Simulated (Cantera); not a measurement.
Input (Python, Cantera):

```python
import numpy as np
import cantera as ct

gas = ct.Solution("h2o2.yaml")
gas.TP = 300, 75000
flame = ct.CounterflowDiffusionFlame(gas, width=0.02)
flame.fuel_inlet.X, flame.fuel_inlet.T = {'H2': 1, 'N2': 0.95}, 525
flame.oxidizer_inlet.X, flame.oxidizer_inlet.T = {'O2': 0.27, 'N2': 0.73}, 450
flame.set_refine_criteria(ratio=3, slope=0.12, curve=0.24, prune=0.03)
show = ['OH', 'H', 'H2O', 'HO2']

rows = []
print(f"{'mdot':>8s}{'a_max':>10s}{'a_mean':>10s}{'Tmax/K':>9s}" + "".join(f"{s:>11s}" for s in show) + "   (peak mole fractions)")
for i, mdot in enumerate([0.45, 0.63, 0.88, 1.2, 1.7, 2.4, 3.3, 4.7, 6.5, 9.1]):  # kg/m2/s on the oxidiser side
    flame.oxidizer_inlet.mdot, flame.fuel_inlet.mdot = mdot, 0.64 * mdot
    flame.solve(loglevel=0, auto=(i == 0))
    if flame.T.max() < max(525, 450) + 100:
        print(f"{mdot:8.3g}  no burning solution found from the previous one")
        break
    dT = np.abs(np.gradient(flame.T, flame.grid))
    rows.append([flame.strain_rate("max"), flame.strain_rate("mean"), flame.T.max(),
                 *(flame.X[gas.species_index(s)].max() for s in show), max(dT[0], dT[-1]) / dT.max()])
    print(f"{mdot:8.3g}{rows[-1][0]:10.1f}{rows[-1][1]:10.1f}{rows[-1][2]:9.1f}" + "".join(f"{x:11.3e}" for x in rows[-1][3:-1]))
```

Result:

```
    mdot     a_max    a_mean   Tmax/K         OH          H        H2O        HO2   (peak mole fractions)
    0.45     374.5      95.7   2269.0  1.870e-02  1.489e-02  2.797e-01  4.121e-05
    0.63     506.3     133.9   2223.7  1.888e-02  1.678e-02  2.761e-01  5.351e-05
    0.88     686.4     187.1   2171.5  1.883e-02  1.877e-02  2.726e-01  6.677e-05
     1.2     914.0     255.1   2124.4  1.876e-02  2.082e-02  2.692e-01  8.036e-05
     1.7    1264.0     361.4   2067.2  1.846e-02  2.330e-02  2.662e-01  9.770e-05
     2.4    1742.9     510.2   2012.1  1.807e-02  2.602e-02  2.629e-01  1.172e-04
     3.3    2349.8     701.6   1955.8  1.749e-02  2.848e-02  2.593e-01  1.360e-04
     4.7    3269.9     999.2   1892.3  1.674e-02  3.132e-02  2.552e-01  1.578e-04
     6.5    4433.6    1381.9   1832.2  1.585e-02  3.388e-02  2.505e-01  1.783e-04
     9.1    6088.9    1934.7   1769.2  1.479e-02  3.640e-02  2.461e-01  2.017e-04
```

Cantera simulation using the H2/O2 subset of GRI-Mech 3.0, which has no nitrogen chemistry; the numbers are that mechanism's predictions, not measurements. The maximum strain rate includes the flame's own expansion and is several times the mean.
